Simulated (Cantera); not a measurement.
## Abatement and gas-phase synthesis: SO₂ + O₂

Feed: 1 mol SO₂, 0.3 mol O₂, held at 4.30 mbar.

Cantera equilibrium calculation (NASA polynomials, part measured and part estimated; ideal gas, pure solids and liquids). Candidate condensed phases: S; 10 gas species. The numbers say what is thermodynamically allowed, not how fast it happens.

From 2325 K to 2825 K nothing is condensed.

```csv
T (K),x SO₂,x O,x SO,x O₂,x S
2325,0.694,0.0412,0.0420,0.222,0.000697
2375,0.668,0.0542,0.0564,0.220,0.00127
2425,0.636,0.0704,0.0739,0.218,0.00224
2475,0.597,0.0904,0.0945,0.215,0.00381
2525,0.551,0.115,0.118,0.210,0.00626
2575,0.499,0.143,0.143,0.205,0.00994
2625,0.441,0.177,0.168,0.198,0.0152
2675,0.380,0.216,0.192,0.190,0.0226
2725,0.318,0.259,0.212,0.179,0.0323
2775,0.258,0.305,0.226,0.166,0.0448
2825,0.201,0.354,0.234,0.150,0.0601
```
x: gas mole fraction; nothing condenses.
